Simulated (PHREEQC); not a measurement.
A column of 0.5 m (30 cells, dispersivity 0.018 m, 3600 s a shift, diffusion coefficient 3e-10 m²/s) holds 0.098 eq of the database's cation exchanger X per kg of pore water, first in equilibrium with 0.0054 mol KBr and 1e-05 mol HCl per kg of water. It is flushed with 0.094 mol MgSO4, 0.00039 mol (NH4)2SO4 and 1e-05 mol HCl per kg of water, at 40 °C. Values are for the last cell. No CO2 enters from the air. Nothing may precipitate in this run.

Base run: PHREEQC, ion-association model, phreeqc.dat. Each further column changes one thing. The table gives NH4 in solution (mol/kgw).

| pore volumes | base | exchange capacity from 0.098 to 0.049 eq/kgw | dispersivity from 0.018 to 0.036 m |
|---|---|---|---|
| 0 | 0 | 0 | 0 |
| 0.55 | 0 | 2.27e-12 | 5.37e-10 |
| 1.217 | 0.000118 | 0.000306 | 0.000178 |
| 1.75 | 0.000439 | 0.000655 | 0.000456 |
| 2.283 | 0.000650 | 0.000757 | 0.000628 |
| 2.817 | 0.000739 | 0.000777 | 0.000713 |
| 3.483 | 0.000772 | 0.000780 | 0.000758 |
| 4.017 | 0.000778 | 0.000780 | 0.000771 |

At this temperature some constants are extrapolated from 25 °C, and those without enthalpy data are left unchanged.
